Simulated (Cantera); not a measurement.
A perfectly stirred reactor is fed with CH4 : C2H6 : C3H8 : O2 : N2 = 1 : 1.2 : 0.16 : 5.39 : 20.3 (molar parts), at 16.0 bar; it is adiabatic with a 550 K inlet, and is followed from long to short residence time, starting on the burning branch (τ in s: 0.044, 0.021, 0.01, 0.005, 0.0024, 0.0012, 0.00058, 0.00028, 0.00014, 6.6e-05, 3.2e-05).

Cantera simulation using GRI-Mech 3.0 (53 species, 325 reactions); the numbers are that mechanism's predictions, not measurements. The pressure lies above the range GRI-Mech 3.0 was tuned for (to about 10 atm).

One state of this run: T (K) = 2237; x CH4 = 0.000900; x C2H6 = 2.13e-5; x C3H8 = 2.06e-6; x CO2 = 0.0559; x CH2 = 1.57e-5. x: mole fraction; the columns are a selection and need not sum to one.

Problem. Which value of τ (s) does it belong to?
(A) 0.021
(B) 0.0024
(C) 0.010
(D) 0.00014

Solution. D, 0.00014
